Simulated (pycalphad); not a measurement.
An equivalent pycalphad script:

```python
from pycalphad import Database, equilibrium, calculate, variables as v
import numpy as np
db = Database('COST507.tdb')
comps = ['AL', 'MG', 'SI', 'FE', 'VA']
phases = ['AL13FE4', 'AL2FE', 'AL5FE2', 'AL5FE4', 'ALFESI_ALPHA', 'ALFESI_BETA', 'ALFESI_DELTA', 'ALFESI_GAMMA', 'ALFESI_TAU1', 'ALFESI_TAU3', 'ALMG_BETA', 'ALMG_EPS', 'ALMG_GAMMA', 'BCC_B2', 'DIAMOND_A4', 'FCC_A1', 'FE2SI', 'FE5SI3', 'FESI', 'FESI2_H', 'FESI2_L', 'HCP_A3', 'LIQUID', 'MG2SI']
eq = equilibrium(db, comps, phases, {v.X('MG'): 0.0031, v.X('SI'): 0.0021, v.X('FE'): 0.0112, v.T: np.arange(1650, 349, -40), v.P: 101325, v.N: 1}, output=['HM', 'SM'])
```

Source of the numbers: pycalphad with the COST 507 light-alloy database (1999); pressure 1 atm. No gas phase is included, though pure Mg would boil below 1650 K. These are 1990s assessments: newer ones move some temperatures and phases. Not assessed as a whole: an extrapolation from subsystems, which can miss ternary compounds. Phase fractions are per mole of atoms. Diffusion is slow at the low end, where real alloys seldom reach equilibrium.

Results at three of the temperatures:

```
T = 1450.00 K, P = 101325 Pa, N = 1 mol of atoms
G = -80367 J/mol, H = 44318 J/mol, S = 85.99 J/(mol K)  (SER reference)
chemical potentials (J/mol): Al -78834, Mg -152775, Si -134227, Fe -184875
phase             fraction      x(Al)      x(Mg)      x(Si)      x(Fe)
LIQUID              1.0000     0.9836     0.0031     0.0021     0.0112
```

```
T = 1290.00 K, P = 101325 Pa, N = 1 mol of atoms
G = -66901 J/mol, H = 39229 J/mol, S = 82.27 J/(mol K)  (SER reference)
chemical potentials (J/mol): Al -65436, Mg -132051, Si -112338, Fe -168939
phase             fraction      x(Al)      x(Mg)      x(Si)      x(Fe)
LIQUID              1.0000     0.9836     0.0031     0.0021     0.0112
```

```
T = 650.00 K, P = 101325 Pa, N = 1 mol of atoms
G = -23681 J/mol, H = 8044 J/mol, S = 48.81 J/(mol K)  (SER reference)
chemical potentials (J/mol): Al -22395, Mg -49438, Si -26682, Fe -128971
phase             fraction      x(Al)      x(Mg)      x(Si)      x(Fe)
FCC_A1              0.9474     0.9965     0.0033   0.000243   3.54e-06
AL13FE4             0.0265     0.7642       none   9.62e-05     0.2357
ALFESI_ALPHA        0.0261     0.7385       none     0.0715     0.1900
```

Changes of the phase set, refined by bisection:

| T (K) | phases above | phases below |
|---|---|---|
| 953.8 | LIQUID | AL13FE4 + LIQUID |
| 924.6 | AL13FE4 + LIQUID | AL13FE4 + FCC_A1 + LIQUID |
| 909.9 | AL13FE4 + FCC_A1 + LIQUID | AL13FE4 + FCC_A1 |
| 839.3 | AL13FE4 + FCC_A1 | AL13FE4 + ALFESI_ALPHA + FCC_A1 |
| 648.2 | AL13FE4 + ALFESI_ALPHA + FCC_A1 | AL13FE4 + ALFESI_ALPHA + FCC_A1 + MG2SI |

Database names, with the compositions (at.%) that they take in these runs: AL13FE4: Al 76 Fe 24; ALFESI_ALPHA: Al 73 Fe 19 Si 7; MG2SI: Mg 67 Si 33. FCC_A1 is fcc. An entry "none" or "no" means that the model of the phase leaves that element out.
